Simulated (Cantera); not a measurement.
Equilibrium for silicon carbide growth: SiH4 + C2H4 + H2 + C2H2

A closed system holds: 1 mol SiH4, 0.1 mol C2H4, 20 mol H2, 0.025 mol C2H2, equilibrated at 2375 K.

Method: chemical equilibrium by Gibbs-energy minimisation in Cantera with the NASA 1993 tables (ideal gas, pure condensed phases). Candidate condensed phases: C, C6H6, C7H8, C8H18, Si, SiC; 87 gas species. Mutual solubility and eutectic melting of coexisting phases are not modelled. Gases not in the tables: Si2H6 and higher silanes. Equilibrium is a limit: real reactors are often held back by kinetics, nucleation or transport.

```tsv
P (Pa)	log p H2	log p H	log p Si	log p Si2C	log p SiC2	n SiC(s)	n Si(l)
100	-3.21	-3.46	-4.49	-6.65	-5.60	0	0
220	-2.81	-3.25	-4.13	-5.94	-5.26	0	0
460	-2.45	-3.07	-3.81	-5.30	-4.96	0	0
1000	-2.08	-2.89	-3.48	-4.68	-4.68	0	0
2200	-1.72	-2.71	-3.19	-4.18	-4.58	0.0589	0
4600	-1.38	-2.54	-2.91	-3.90	-4.86	0.154	0
10000	-1.03	-2.37	-2.75	-3.74	-5.01	0.195	0.230
22000	-0.68	-2.19	-2.75	-3.74	-5.01	0.221	0.506
46000	-0.35	-2.03	-2.75	-3.74	-5.01	0.231	0.626
100000	-0.01	-1.85	-2.75	-3.74	-5.01	0.236	0.687
```
log p: log10 of the partial pressure in bar; n: condensed amount in mol.

From 0.00100 bar to 0.0100 bar nothing is condensed. From 0.0220 bar to 0.0460 bar the condensed part is SiC(s). From 0.100 bar to 1.00 bar the condensed part is Si(l) + SiC(s). The main Si-bearing gas is Si throughout.
